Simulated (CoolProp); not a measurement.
Properties of n-butane along the isobar 4.51 MPa (Tc = 152.0 °C, pc = 3.796 MPa, ω = 0.201).

Computed with CoolProp (reference Helmholtz-energy equation of state, Bücker 2006).

```json
[
 {"T (°C)": "-103.95", "phase": "liquid", "density (kg/m³)": "705.3", "conductivity (mW/(m K))": "165"},
 {"T (°C)": "-86.35", "phase": "liquid", "density (kg/m³)": "689.2", "conductivity (mW/(m K))": "157"},
 {"T (°C)": "-68.75", "phase": "liquid", "density (kg/m³)": "672.9", "conductivity (mW/(m K))": "149"},
 {"T (°C)": "-51.25", "phase": "liquid", "density (kg/m³)": "656.5", "conductivity (mW/(m K))": "141"},
 {"T (°C)": "-33.65", "phase": "liquid", "density (kg/m³)": "639.7", "conductivity (mW/(m K))": "133"},
 {"T (°C)": "-16.05", "phase": "liquid", "density (kg/m³)": "622.5", "conductivity (mW/(m K))": "125"},
 {"T (°C)": "1.55", "phase": "liquid", "density (kg/m³)": "604.7", "conductivity (mW/(m K))": "118"},
 {"T (°C)": "19.15", "phase": "liquid", "density (kg/m³)": "586.2", "conductivity (mW/(m K))": "110"},
 {"T (°C)": "36.65", "phase": "liquid", "density (kg/m³)": "566.9", "conductivity (mW/(m K))": "103"}
]
```

Thermal conductivity comes from a separate model (Perkins 2002).
